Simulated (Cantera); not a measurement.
Feed: 1 mol SiH2Cl2, 8.7 mol O2, held at 1750 K and 45.0 Torr.

Method: chemical equilibrium by Gibbs-energy minimisation in Cantera with the NASA 1993 tables (ideal gas, pure condensed phases). Candidate condensed phases: H2O, Si, SiO2; 30 gas species. The tables hold silica as quartz up to 1696 K and as liquid above; real silica turns to tridymite and cristobalite and melts near 1996 K. Equilibrium is a limit: real reactors are often held back by kinetics, nucleation or transport.

Base state: O2 0.770, HCl 0.147, Cl 0.0515, H2O 0.0281, Cl2 0.00259, OH 0.000749, O 0.000268, ClO 0.000207 (mole fractions); condensed: SiO2(condensed).

Task: What changes in the equilibrium state with this change: temperature from 1750 K to 1375 K?

Result: 
```json
[
 {"species": "O2", "before": "0.770", "after": "0.787"},
 {"species": "HCl", "before": "0.147", "after": "0.167"},
 {"species": "H2O", "before": "0.0281", "after": "0.0202"},
 {"species": "Cl", "before": "0.0515", "after": "0.0115"},
 {"species": "Cl2", "before": "0.00259", "after": "0.0144"},
 {"species": "O", "before": "0.000268", "after": "2.31e-6"},
 {"species": "OH", "before": "0.000749", "after": "3.01e-5"},
 {"species": "SiO2(condensed), mol", "before": "1.00", "after": "0"},
 {"species": "SiO2(β-quartz), mol", "before": "0", "after": "1.00"}
]
```
